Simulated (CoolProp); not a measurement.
Saturation properties of R236EA.

The numbers come from the reference Helmholtz-energy equation of state, Rui 2013 in CoolProp.

```csv
T (K),p (bar),liquid density (kg/m³),liquid cp (kJ/(kg K)),liquid viscosity (µPa s)
251.2,0.2749,1566,1.213,816
258.7,0.4028,1545,1.217,707
266.2,0.5749,1523,1.222,620
273.8,0.8047,1501,1.228,548
281.3,1.097,1479,1.236,488
288.8,1.468,1456,1.245,437
296.4,1.937,1432,1.256,392
303.9,2.505,1408,1.268,354
311.4,3.194,1383,1.282,320
318.9,4.020,1357,1.299,291
326.5,5.014,1330,1.317,263
334,6.167,1302,1.339,239
341.5,7.510,1273,1.364,217
349,9.063,1242,1.393,197
356.6,10.87,1208,1.429,178
```

It boils at 279.3 K under 1 atm.

Viscosity comes from a separate model (Huber 2003), an estimate that may be off by 10 % or more.
